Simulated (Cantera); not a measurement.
A perfectly stirred reactor is fed with C2H6 : N2 = 1.6 : 80 (molar parts), at 0.987 atm; it is held at 1873 K, and followed from long to short residence time.

Model: GRI-Mech 3.0 (53 species, 325 reactions), integrated in Cantera. GRI-Mech 3.0 stops at C3 and has no aromatics, soot or wall deposition, so with more carbon than oxygen in the feed, carbon stays in small species such as C2H2 where larger ones or solid carbon would form.

Question: Predict: x(C2H6) at τ = 6.00 s; x(H2) at τ = 6.00 s; x(H) at τ = 6.00 s; x(CH2) at τ = 6.00 s; x(C2H2) at τ = 6.00 s; x(C2H6) at τ = 97.0 ms; x(H2) at τ = 97.0 ms; x(H) at τ = 97.0 ms; x(CH2) at τ = 97.0 ms; x(C2H2) at τ = 97.0 ms.

Answer: 
| Item | Value |
|---|---|
| x(C2H6) at τ = 6.00 s | 5.43e-8 |
| x(H2) at τ = 6.00 s | 0.0372 |
| x(H) at τ = 6.00 s | 0.000128 |
| x(CH2) at τ = 6.00 s | 7.41e-8 |
| x(C2H2) at τ = 6.00 s | 0.0184 |
| x(C2H6) at τ = 97.0 ms | 3.09e-6 |
| x(H2) at τ = 97.0 ms | 0.0352 |
| x(H) at τ = 97.0 ms | 0.000152 |
| x(CH2) at τ = 97.0 ms | 6.46e-7 |
| x(C2H2) at τ = 97.0 ms | 0.0180 |
